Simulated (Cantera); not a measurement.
An isothermal, constant-pressure homogeneous reactor starts with 16.0 % H₂, 84.0 % O₂, equivalence ratio 0.095, at 975 K and 0.0133 bar.

Detailed kinetics in Cantera: GRI-Mech 3.0 (53 species, 325 reactions). Radical loss at walls, strong at low pressure, is not modelled. The temperature is held fixed by assumption; the heat of reaction is taken as removed at once.

x: mole fraction; the columns are a selection and need not sum to one.

| t (s) | x H₂ | x O₂ | x OH | x H₂O | x H₂O₂ |
|---|---|---|---|---|---|
| 3.00e-6 | 0.160 | 0.840 | <1e-12 | <1e-12 | <1e-12 |
| 9.53e-6 | 0.160 | 0.840 | <1e-12 | <1e-12 | <1e-12 |
| 3.03e-5 | 0.160 | 0.840 | 1.22e-12 | <1e-12 | <1e-12 |
| 9.62e-5 | 0.160 | 0.840 | 8.01e-12 | 9.37e-12 | <1e-12 |
| 0.000306 | 0.160 | 0.840 | 5.30e-11 | 1.88e-10 | <1e-12 |
| 0.000972 | 0.160 | 0.840 | ___ | 9.50e-9 | <1e-12 |
| 0.00309 | 0.159 | 0.840 | ___ | 0.000136 | 5.65e-10 |
| 0.00981 | 0.00525 | 0.800 | ___ | 0.150 | 3.35e-7 |
| 0.0312 | 0.000475 | 0.825 | ___ | 0.172 | 3.49e-7 |
| 0.0990 | 3.64e-5 | 0.826 | ___ | 0.173 | 1.93e-7 |
| 0.315 | 3.29e-6 | 0.826 | ___ | 0.173 | 7.71e-8 |
| 1.00 | 3.84e-7 | 0.826 | ___ | 0.174 | 2.90e-8 |

Task: What belongs in the gaps?

Result: 
- 0.000972, x OH: 1.44e-9
- 0.00309, x OH: 1.93e-5
- 0.00981, x OH: 0.00315
- 0.0312, x OH: 0.000691
- 0.0990, x OH: 0.000170
- 0.315, x OH: 5.78e-5
- 1.00, x OH: 2.39e-5
